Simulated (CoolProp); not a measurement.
Values from CoolProp's reference Helmholtz-energy equation of state, Platzer 1990. This equation is an older, rougher fit.

### Question
For R13, give the phase and the isothermal compressibility (1/MPa), viscosity (µPa s) at 331.2 K and 0.993 MPa; 331.2 K and 1.99 MPa.

### Answer
- 331.2 K and 0.993 MPa: gas; isothermal compressibility 1.08, viscosity 16.0
- 331.2 K and 1.99 MPa: gas; isothermal compressibility 0.592, viscosity 16.5

Viscosity comes from a separate model (Huber 2003), an estimate that may be off by 10 % or more.
